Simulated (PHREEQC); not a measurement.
Solution (51 °C): 24 mmol/kgw NaAlO2. It is in equilibrium with CO2 at log p = -1 (atm). Otherwise closed; pH follows from the charge balance.

The numbers come from PHREEQC with the ion-association model, phreeqc.dat.

Each row changes one thing in this solution. No solid was allowed to form.

```tsv
case	pH	ionic strength (mol/kgw)	HCO3- (mol/kgw)	CO2 (mol/kgw)	NaHCO3 (mol/kgw)	CO3-2 (mol/kgw)
as made	6.50	0.0249	0.00363	0.00190	3.12e-5	1.22e-6
NaAlO2 from 0.024 to 0.048 mol/kgw	6.61	0.0491	0.00492	0.00189	[?]	2.44e-6
0.0011 mol/kgw Na2SO4 added	6.50	0.0281	0.00363	0.00190	3.35e-5	1.24e-6
NaAlO2 replaced by Na2S at the same molality	7.35	0.0476	0.0267	0.00189	[?]	7.19e-5
NaAlO2 from 0.024 to 0.0216 mol/kgw	6.48	0.0225	0.00346	0.00190	2.72e-5	1.10e-6
NaAlO2 from 0.024 to 0.012 mol/kgw	6.38	0.0128	0.00267	[?]	1.24e-5	6.14e-7
temperature from 51 to 75 °C	6.38	0.0243	0.00178	0.00133	1.36e-5	5.12e-7
```

Q: What belongs in the gaps?

A: 
- NaAlO2 from 0.024 to 0.048 mol/kgw, NaHCO3 (mol/kgw): 7.70e-5
- NaAlO2 replaced by Na2S at the same molality, NaHCO3 (mol/kgw): 0.000417
- NaAlO2 from 0.024 to 0.012 mol/kgw, CO2 (mol/kgw): 0.00191

Some of these states are supersaturated (in Al(OH)3(a), Gibbsite (slow to form), for instance). Away from 25 °C the constants follow the database's enthalpies or fits; those with neither stay at their 25 °C values.
